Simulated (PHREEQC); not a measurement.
Consider water at 79 °C with 0.052 mol (NH4)2SO4, 0.021 mol HCl and 0.00047 mol KCl per kg of water. Closed to the air; pH follows from the charge balance.

Equilibrium calculation in PHREEQC: ion-association model, wateq4f.dat.

No solid was allowed to form.

Task: Order these S species by the share of S that they hold, largest first: HSO4-, NH4SO4-, SO4-2.

Result: SO4-2 (50 %), HSO4- (31 %), NH4SO4- (19 %)

The pH is 2.42 and the ionic strength 0.126 mol/kgw. Away from 25 °C the constants follow the database's enthalpies or fits; those with neither stay at their 25 °C values.
